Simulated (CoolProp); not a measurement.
Properties of nitrous oxide at several states (Tc = 309.5 K, pc = 7.245 MPa, ω = 0.161).

Values from CoolProp's reference Helmholtz-energy equation of state, Lemmon 2006. It is a short technical equation, of lower accuracy than the large ones.

```
T (K)  p (MPa)  phase  density (kg/m³)  cp (kJ/(kg K))  cv (kJ/(kg K))  speed of sound (m/s)  fugacity coefficient
-----  -------  -----  ---------------  --------------  --------------  --------------------  --------------------
304.7     0.37    gas            6.551      (withheld)          0.7011                 267.6                0.9815
494.8    0.177    gas            1.897      (withheld)      (withheld)            (withheld)                0.9984
264.2   0.0113    gas           0.2266      (withheld)      (withheld)            (withheld)                0.9991
```

**Question.** Some entries are withheld; supply them.

**Answer.** 
- 304.7, cp (kJ/(kg K)): 0.9061
- 494.8, cp (kJ/(kg K)): 1.041
- 494.8, cv (kJ/(kg K)): 0.8502
- 494.8, speed of sound (m/s): 337.8
- 264.2, cp (kJ/(kg K)): 0.8412
- 264.2, cv (kJ/(kg K)): 0.6515
- 264.2, speed of sound (m/s): 253.6
